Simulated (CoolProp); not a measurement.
CH2F2 (R32) along the isotherm 203.7 K: density (kg/m³) from the reference equation and from simpler models built on Tc = 351.3 K, pc = 5.783 MPa, ω = 0.277; each cubic takes its own stable root.

Model: reference Helmholtz-energy equation of state, Tillner-Roth 1997, in CoolProp.

```csv
p (MPa),phase,reference,Soave-Redlich-Kwong,Peng-Robinson
4.45,liquid,1267,[?],1110
8.9,liquid,1273,990.3,1115
13.3,liquid,1279,995.1,1119
17.8,liquid,[?],999.8,[?]
22.2,liquid,1290,1004,1128
26.7,liquid,1295,1008,1132
31.1,liquid,1300,1012,1135
35.6,liquid,1305,1016,1139
40,liquid,1310,1019,1142
44.5,liquid,1314,1023,1146
48.9,liquid,1319,1026,1149
53.4,liquid,1323,1029,1152
57.8,liquid,1327,1032,[?]
```

Problem. What belongs in the gaps?

Solution. 
- 4.45, Soave-Redlich-Kwong: 985.0
- 17.8, reference: 1285
- 17.8, Peng-Robinson: 1124
- 57.8, Peng-Robinson: 1154
